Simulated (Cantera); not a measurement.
Feed: 1 mol Si2H6, 1.1 mol HCl, 52 mol H2, equilibrated at 923.15 K and 10.0 Torr.

Method: chemical equilibrium by Gibbs-energy minimisation in Cantera with the NASA 1993 tables (ideal gas, pure condensed phases). Candidate condensed phases: Si; 19 gas species. The feed counts by its element totals alone. The tables' values for SiCl3 are old estimates; treat these amounts as uncertain. Kinetics and transport are ignored.

Base state: H2 0.990, HCl 0.00676, SiCl4 0.00224, SiHCl3 0.00117, SiCl2 6.63e-5, SiCl3 6.08e-5, SiH2Cl2 6.00e-5 (mole fractions); condensed: Si(s).

What changes in the equilibrium state with this change: temperature from 923.15 K to 1575 K?


| species | before | after |
|---|---|---|
| H2 | 0.990 | 0.981 |
| HCl | 0.00676 | 0.0175 |
| SiCl2 | 6.63e-5 | 0.00106 |
| SiCl4 | 0.00224 | 2.84e-8 |
| H | 2.12e-9 | 0.000356 |
| SiHCl3 | 0.00117 | 2.13e-7 |
| Si(s), mol | 1.80 | 1.94 |

What changes in the equilibrium state with this change: HCl from 1.1 to 4.7 mol?


| species | before | after |
|---|---|---|
| H2 | 0.990 | 0.971 |
| SiCl4 | 0.00224 | 0.0137 |
| HCl | 0.00676 | 0.0105 |
| SiCl3 | 6.08e-5 | 0.000236 |
| SiHCl3 | 0.00117 | 0.00451 |
| SiCl2 | 6.63e-5 | 0.000164 |
| SiH2Cl2 | 6.00e-5 | 0.000146 |
| Si(s), mol | 1.80 | 0.900 |
